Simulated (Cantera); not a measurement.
**Gas-phase reforming**

An isothermal, constant-pressure homogeneous reactor starts with CH₄ : H₂O = 1 : 0.92 (molar parts), at 2223 K and 3.10 bar.

Computed with Cantera and GRI-Mech 3.0 (53 species, 325 reactions).

```json
[
 {"t (s)": "0.000200", "x CH₄": "0.0189", "x H₂O": "0.235", "x C₂H₄": "0.000596", "x CH₂O": "1.12e-5", "x HCO": "4.97e-7", "x CH₂CO": "0.000176", "x C₂H₆": "1.06e-5"},
 {"t (s)": "0.000607", "x CH₄": "0.0138", "x H₂O": "0.159", "x C₂H₄": "0.000426", "x CH₂O": "4.80e-6", "x HCO": "4.20e-7", "x CH₂CO": "8.65e-5", "x C₂H₆": "5.07e-6"},
 {"t (s)": "0.00184", "x CH₄": "0.00859", "x H₂O": "0.0832", "x C₂H₄": "0.000252", "x CH₂O": "1.45e-6", "x HCO": "4.26e-7", "x CH₂CO": "2.80e-5", "x C₂H₆": "1.78e-6"},
 {"t (s)": "0.00558", "x CH₄": "0.00431", "x H₂O": "0.0323", "x C₂H₄": "0.000129", "x CH₂O": "4.19e-7", "x HCO": "4.74e-7", "x CH₂CO": "6.43e-6", "x C₂H₆": "4.33e-7"},
 {"t (s)": "0.0169", "x CH₄": "0.00193", "x H₂O": "0.00815", "x C₂H₄": "6.95e-5", "x CH₂O": "2.39e-7", "x HCO": "5.13e-7", "x CH₂CO": "1.29e-6", "x C₂H₆": "9.04e-8"},
 {"t (s)": "0.0514", "x CH₄": "0.00102", "x H₂O": "0.000674", "x C₂H₄": "5.15e-5", "x CH₂O": "2.23e-7", "x HCO": "5.27e-7", "x CH₂CO": "3.48e-7", "x C₂H₆": "2.96e-8"},
 {"t (s)": "0.156", "x CH₄": "0.000919", "x H₂O": "1.43e-5", "x C₂H₄": "5.00e-5", "x CH₂O": "2.23e-7", "x HCO": "5.28e-7", "x CH₂CO": "2.75e-7", "x C₂H₆": "2.52e-8"},
 {"t (s)": "0.473", "x CH₄": "0.000919", "x H₂O": "1.34e-5", "x C₂H₄": "5.00e-5", "x CH₂O": "2.23e-7", "x HCO": "5.28e-7", "x CH₂CO": "2.74e-7", "x C₂H₆": "2.52e-8"},
 {"t (s)": "1.43", "x CH₄": "0.000919", "x H₂O": "1.34e-5", "x C₂H₄": "5.00e-5", "x CH₂O": "2.23e-7", "x HCO": "5.28e-7", "x CH₂CO": "2.74e-7", "x C₂H₆": "2.52e-8"},
 {"t (s)": "4.35", "x CH₄": "0.000919", "x H₂O": "1.34e-5", "x C₂H₄": "5.00e-5", "x CH₂O": "2.23e-7", "x HCO": "5.28e-7", "x CH₂CO": "2.74e-7", "x C₂H₆": "2.52e-8"},
 {"t (s)": "13.2", "x CH₄": "0.000919", "x H₂O": "1.34e-5", "x C₂H₄": "5.00e-5", "x CH₂O": "2.23e-7", "x HCO": "5.28e-7", "x CH₂CO": "2.74e-7", "x C₂H₆": "2.52e-8"},
 {"t (s)": "40.0", "x CH₄": "0.000919", "x H₂O": "1.34e-5", "x C₂H₄": "5.00e-5", "x CH₂O": "2.23e-7", "x HCO": "5.28e-7", "x CH₂CO": "2.74e-7", "x C₂H₆": "2.52e-8"}
]
```
x: mole fraction; the columns are a selection and need not sum to one.

Equilibrium at this temperature and pressure: CH₄ 0.000919, H₂O 1.36e-5, C₂H₄ 5.00e-5, CH₂O 2.23e-7, HCO 5.28e-7, CH₂CO 2.75e-7, C₂H₆ 2.52e-8 (gas phase only).
